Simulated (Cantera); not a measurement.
Charge: 1 mol Ta2O5, 0.44 mol C, 6.6 mol H2, held at 2125 °C and 11.3 Torr.

Method: chemical equilibrium by Gibbs-energy minimisation in Cantera with the NASA 1993 tables (ideal gas, pure condensed phases). Candidate condensed phases: C, C6H6, C7H8, C8H18, H2O, Ta, TaC, Ta2O5; 113 gas species. Mutual solubility and eutectic melting of coexisting phases are not modelled. Condensed phases not in the tables: Ta2C, N, O or C dissolved in the metal. Kinetics and transport are ignored.

Base state: H2 0.804, H 0.115, CO 0.0577, TaO2 0.0141, H2O 0.00500, TaO 0.00330, OH 0.000132, CO2 6.08e-5 (mole fractions); condensed: Ta(s) + Ta2O5(l).

Q: What changes in the equilibrium state with this change: temperature from 2125 °C to 1100 °C?

A: 
| species | before | after |
|---|---|---|
| H2 | 0.804 | 0.954 |
| CO | 0.0577 | 0.0453 |
| H2O | 0.00500 | 0.000514 |
| H | 0.115 | 2.66e-5 |
| TaO2 | 0.0141 | <1e-9 |
| TaO | 0.00330 | <1e-9 |
| OH | 0.000132 | <1e-9 |
| Ta(s), mol | 0.155 | 0 |
| Ta2O5(l), mol | 0.856 | 0 |
| TaC(s), mol | 0 | 0.127 |
| Ta2O5(s), mol | 0 | 0.937 |
TaC: taken at fixed stoichiometry. Condensed phases not in the tables: Ta2C.
